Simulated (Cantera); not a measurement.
A Cantera script and its output.

```python
import numpy as np
import cantera as ct

gas = ct.Solution("gri30.yaml")
gas.TPX = 1250, 580, {'N2O': 1, 'H2': 0.002, 'N2': 4.9}
reactor = ct.IdealGasConstPressureReactor(gas, energy="off", clone=False)
net = ct.ReactorNet([reactor])
net.rtol, net.atol = 1e-08, 1e-18
show = ['N2O', 'H2', 'H2O', 'N2', 'H2O2', 'OH']
times = np.geomspace(6e-05, 10, 13)

steps = ct.SolutionArray(gas, extra=["t"])
rows = []
print(f"{'t/s':>10s}{'T/K':>9s}{'P/Pa':>11s}" + "".join(f"{s:>11s}" for s in show))
for t in times:
    while net.time < t:
        t_next = net.step()
        steps.append(gas.state, t=t_next)
    rows.append([np.interp(t, steps.t, y) for y in (steps.T, steps.P, *steps(*show).X.T)])
    print(f"{t:10.3e}{rows[-1][0]:9.1f}{rows[-1][1]:11.4g}" + "".join(f"{x:11.3e}" for x in rows[-1][2:]))
rate = np.gradient(steps.T, steps.t)
print("integrator steps:", len(steps.t))
if steps.T.max() > steps.T[0] + 200:
    print(f"time of steepest temperature rise: {steps.t[rate.argmax()]:.4e} s")
gas.TPX = 1250, 580, {'N2O': 1, 'H2': 0.002, 'N2': 4.9}
gas.equilibrate("TP")
print(f"equilibrium (TP): T = {gas.T:.1f} K  " + "  ".join(f"{s} {gas[s].X[0]:.3e}" for s in show))
```

Output:

```
       t/s      T/K       P/Pa        N2O         H2        H2O         N2       H2O2         OH
 6.000e-05   1250.0        580  1.694e-01  3.389e-04  1.841e-14  8.302e-01  4.062e-22  1.896e-11
 1.634e-04   1250.0        580  1.694e-01  3.389e-04  3.842e-13  8.302e-01  2.282e-20  1.469e-10
 4.451e-04   1250.0        580  1.694e-01  3.389e-04  8.359e-12  8.302e-01  1.332e-18  1.193e-09
 1.212e-03   1250.0        580  1.694e-01  3.389e-04  1.892e-10  8.302e-01  8.096e-17  9.961e-09
 3.302e-03   1250.0        580  1.694e-01  3.388e-04  4.073e-09  8.302e-01  4.773e-15  7.547e-08
 8.993e-03   1250.0        580  1.694e-01  3.386e-04  7.092e-08  8.302e-01  2.330e-13  4.368e-07
 2.449e-02   1250.0        580  1.694e-01  3.370e-04  8.857e-07  8.302e-01  9.881e-12  1.731e-06
 6.672e-02   1250.0        580  1.693e-01  3.282e-04  7.785e-06  8.303e-01  4.706e-10  4.831e-06
 1.817e-01   1250.0        580  1.691e-01  2.854e-04  4.776e-05  8.304e-01  5.615e-09  9.222e-06
 4.949e-01   1250.0        580  1.685e-01  1.744e-04  1.587e-04  8.308e-01  4.932e-09  9.694e-06
 1.348e+00   1250.0        580  1.670e-01  5.701e-05  2.778e-04  8.316e-01  1.160e-09  6.787e-06
 3.672e+00   1250.0        580  1.632e-01  7.393e-06  3.284e-04  8.334e-01  9.817e-11  4.068e-06
 1.000e+01   1250.0        580  1.536e-01  1.229e-07  3.346e-04  8.381e-01  1.253e-11  3.374e-06
integrator steps: 865
equilibrium (TP): T = 1250.0 K  N2O 1.047e-09  H2 5.098e-10  H2O 3.120e-04  N2 9.216e-01  H2O2 2.443e-13  OH 9.107e-07
```

Model: GRI-Mech 3.0 (53 species, 325 reactions), integrated in Cantera. GRI-Mech 3.0 was tuned for natural gas; its chemistry of N2O as a main component is partial and can be far from experiment. Radical loss at walls, strong at low pressure, is not modelled. The mechanism lacks the step 2 NO + O2 → 2 NO2, which can matter for NO2 below about 1400 K. The temperature is held fixed by assumption; the heat of reaction is taken as removed at once.
